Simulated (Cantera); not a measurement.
Input (Python, Cantera) and output of one run.

```python
import numpy as np
import cantera as ct

gas_names = """
    C CH CH2 CH3 CH2OH CH3O CH4 CH3OH CO CO2 COOH C2 C2H CHCO,ketyl C2H2,acetylene C2H2,vinylidene
    CH2CO,ketene C2H3,vinyl CH3CO,acetyl C2H4 C2H4O,ethylen CH3CHO,ethanal CH3COOH (HCOOH)2 C2H5 C2H6
    CH3OCH3 C2H5OH C2O C3 C3H3,propargyl C3H4,allene C3H4,propyne C3H4,cyclo- C3H5,allyl C3H6,propylene
    C3H6,cyclo- C3H6O C3H7,n-propyl C3H7,i-propyl C3H8 C3H8O,1propanol C3H8O,2propanol C3O2 C4 C4H2
    C4H4,1,3-cyclo- C4H6,butadiene C4H6,2-butyne C4H6,cyclo- C4H8,1-butene C4H8,cis2-buten
    C4H8,tr2-butene C4H8,isobutene C4H8,cyclo- (CH3COOH)2 C4H9,n-butyl C4H9,i-butyl C4H9,s-butyl
    C4H9,t-butyl C4H10,isobutane C4H10,n-butane C5 C5H6,1,3cyclo- C5H8,cyclo- C5H10,1-pentene
    C5H10,cyclo- C5H11,pentyl C5H11,t-pentyl C5H12,n-pentane C5H12,i-pentane CH3C(CH3)2CH3 C6H2
    C6H5,phenyl C6H5O,phenoxy C6H6 C6H5OH,phenol C6H10,cyclo- C6H12,1-hexene C6H12,cyclo- C6H13,n-hexyl
    C7H7,benzyl C7H8 C7H8O,cresol C7H14,1-heptene C7H15,n-heptyl C7H16,n-heptane C8H8,styrene
    C8H10,ethylbenz C8H16,1-octene C8H17,n-octyl C8H18,isooctane C8H18,n-octane C9H19,n-nonyl
    C10H8,naphthale C10H21,n-decyl C12H9,o-bipheny C12H10,bipheny H HCO HO2 H2 HCHO,formaldehy HCOOH H2O
    H2O2 O OH O2 O3 Ta TaO TaO2
""".split()
cond_names = """
    C(gr) C6H6(L) C7H8(L) C8H18(L),n-octa H2O(s) H2O(L) Ta(cr) Ta(L) TaC(s) TaC(L) Ta2O5(s) Ta2O5(L)
""".split()


def load(file, names, dense=False):
    # The tables refer to 1 bar. Condensed volumes are neglected.
    table = {s.name: s for s in ct.Species.list_from_file(file)}
    out = []
    for n in names:
        d = dict(table[n].input_data)
        d["thermo"] = dict(d["thermo"], **{"reference-pressure": 1e5})
        if dense:
            d["equation-of-state"] = {"model": "constant-volume", "density": "1e6 g/cm^3"}
        out.append(ct.Species.from_dict(d))
    return out


gas = ct.Solution(thermo="ideal-gas", species=load("nasa_gas.yaml", gas_names))
cond = {s.name: ct.Solution(thermo="fixed-stoichiometry", species=[s], name=s.name)
        for s in load("nasa_condensed.yaml", cond_names, dense=True)}
atoms = {
    'Ta': {'Ta': 1},
    'H2O': {'H': 2, 'O': 1},
    'CH4': {'C': 1, 'H': 4},
}
top_T = {'C(gr)': 4500}  # K; cautious upper limits of use, not melting points


def equilibrate(T, P, feed):
    n = {}
    for name, mol in feed.items():
        for a, k in atoms[name].items():
            n[a] = n.get(a, 0.0) + k * mol
    gas.TPX = T, P, n
    mass = sum(n.values()) * gas.mean_molecular_weight
    gas.equilibrate("TP")
    valid = [c for c in cond.values() if c.min_temp <= T <= top_T.get(c.name, c.max_temp)]
    mix = ct.Mixture([(gas, mass / gas.mean_molecular_weight)] + [(c, 0.0) for c in valid])
    mix.T, mix.P = T, P
    mix.equilibrate("TP", solver="vcs", rtol=1e-11, max_steps=5000)
    return mix


results = []
feed = {'Ta': 1, 'H2O': 5.2, 'CH4': 0.38}  # mol
P = 0.31  # Pa
for T in [848, 998, 1148, 1298, 1448, 1598, 1748, 1898, 2048, 2198, 2348, 2498, 2648, 2798]:
    mix = equilibrate(T, P, feed)
    results.append((T, P, feed, dict(zip(mix.species_names, mix.species_moles))))

top = {s: max(r[3][s] / sum(r[3][g] for g in gas_names) for r in results) for s in gas_names}
cols = sorted((s for s in top if top[s] > 0.001), key=lambda s: -top[s])[:7]
seen = [c for c in cond_names if any(r[3].get(c, 0) > 1e-12 for r in results)]
print("log10 of partial pressures in bar; condensed amounts in mol")
print(f"{'T/K':>10s}" + "".join(f"{s[:9]:>10s}" for s in cols + seen))
for T, P, feed, n in results:
    ng = sum(n[g] for g in gas_names)
    print(f"{T:10.4g}" + "".join(f"{np.log10(max(n[s] / ng * P / 1e5, 1e-99)):10.3f}" for s in cols)
          + "".join(f"{n.get(c, 0):10.4g}" for c in seen))
```

Result:

```
log10 of partial pressures in bar; condensed amounts in mol
       T/K         H        H2       H2O         O      TaO2       TaO        CO  Ta2O5(s)
       848   -13.582    -5.722    -5.992   -24.810   -31.140   -39.421    -7.156       0.5
       998   -11.532    -5.730    -5.978   -20.163   -24.808   -31.766    -6.990       0.5
      1148   -10.012    -5.735    -5.969   -16.721   -20.162   -26.148    -6.905       0.5
      1298    -8.839    -5.739    -5.964   -14.070   -16.613   -21.855    -6.858       0.5
      1448    -7.907    -5.743    -5.961   -11.964   -13.818   -18.472    -6.831       0.5
      1598    -7.152    -5.755    -5.963   -10.245   -11.566   -15.748    -6.818       0.5
      1748    -6.541    -5.800    -5.984    -8.804    -9.723   -13.530    -6.825    0.4998
      1898    -6.074    -5.933    -6.075    -7.567    -8.192   -11.706    -6.874    0.4922
      2048    -5.786    -6.273    -6.525    -6.656    -6.823    -9.940    -7.013    0.2362
      2198    -5.676    -6.843    -7.657    -6.337    -6.683    -8.988    -7.113         0
      2348    -5.648    -7.480    -9.003    -6.274    -6.727    -8.107    -7.132         0
      2498    -5.648    -8.088   -10.257    -6.242    -6.830    -7.372    -7.141         0
      2648    -5.656    -8.648   -11.374    -6.198    -7.136    -6.949    -7.152         0
      2798    -5.663    -9.145   -12.383    -6.171    -7.648    -6.796    -7.159         0
```

Equilibrium computed with Cantera from the NASA thermochemical tables; the gas is ideal and each condensed phase is pure.
